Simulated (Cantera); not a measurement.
Input: 1 mol Si, 0.17 mol O₂, 5 mol N₂, held at 1750 K and 6.00 bar.

Cantera equilibrium calculation (NASA polynomials, part measured and part estimated; ideal gas, pure solids and liquids). Candidate condensed phases: Si, SiO₂, Si₂N₂O, Si₃N₄; 16 gas species. Mutual solubility and eutectic melting of coexisting phases are not modelled. Kinetics and transport are ignored.

Q: What is the equilibrium state?

A: 
```
Property                             Result
--------------------------------  ---------
x(N₂)                                 1.000
x(SiO)                              2.08e-6
n(Si₂N₂O(s))                      0.340 mol
n(Si₃N₄(s))                       0.107 mol
gas amount                        4.447 mol
log10 activity of Si(l) (absent)      -2.13
```
